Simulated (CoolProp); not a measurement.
Aqueous magnesium chloride as a coolant, at 16 °C, 1 atm.

The numbers come from the Melinder's fits for secondary coolants in CoolProp.

```json
[
 {"mass %": "2.1", "freezing point (°C)": "-1.3", "conductivity (W/(m K))": "0.587", "cp (kJ/(kg K))": "4.060", "Prandtl number": "8.69", "density (kg/m³)": "1017"},
 {"mass %": "3.9", "freezing point (°C)": "-2.3", "conductivity (W/(m K))": "0.583", "cp (kJ/(kg K))": "3.954", "Prandtl number": "8.88", "density (kg/m³)": "1032"},
 {"mass %": "5.7", "freezing point (°C)": "-3.5", "conductivity (W/(m K))": "0.579", "cp (kJ/(kg K))": "3.849", "Prandtl number": "9.08", "density (kg/m³)": "1047"},
 {"mass %": "7.5", "freezing point (°C)": "-5.2", "conductivity (W/(m K))": "0.576", "cp (kJ/(kg K))": "3.744", "Prandtl number": "9.52", "density (kg/m³)": "1063"},
 {"mass %": "9.2", "freezing point (°C)": "-7.2", "conductivity (W/(m K))": "0.571", "cp (kJ/(kg K))": "3.647", "Prandtl number": "10.2", "density (kg/m³)": "1078"},
 {"mass %": "11", "freezing point (°C)": "-9.8", "conductivity (W/(m K))": "0.567", "cp (kJ/(kg K))": "3.547", "Prandtl number": "11.1", "density (kg/m³)": "1094"},
 {"mass %": "12.8", "freezing point (°C)": "-12.7", "conductivity (W/(m K))": "0.562", "cp (kJ/(kg K))": "3.449", "Prandtl number": "12.2", "density (kg/m³)": "1110"},
 {"mass %": "14.6", "freezing point (°C)": "-16.0", "conductivity (W/(m K))": "0.557", "cp (kJ/(kg K))": "3.356", "Prandtl number": "13.1", "density (kg/m³)": "1126"},
 {"mass %": "16.4", "freezing point (°C)": "-19.7", "conductivity (W/(m K))": "0.552", "cp (kJ/(kg K))": "3.267", "Prandtl number": "14.0", "density (kg/m³)": "1142"},
 {"mass %": "18.1", "freezing point (°C)": "-23.6", "conductivity (W/(m K))": "0.547", "cp (kJ/(kg K))": "3.186", "Prandtl number": "14.9", "density (kg/m³)": "1158"},
 {"mass %": "19.9", "freezing point (°C)": "-28.4", "conductivity (W/(m K))": "0.542", "cp (kJ/(kg K))": "3.103", "Prandtl number": "16.6", "density (kg/m³)": "1176"},
 {"mass %": "21.7", "freezing point (°C)": "-34.3", "conductivity (W/(m K))": "0.536", "cp (kJ/(kg K))": "3.023", "Prandtl number": "21.2", "density (kg/m³)": "1194"}
]
```
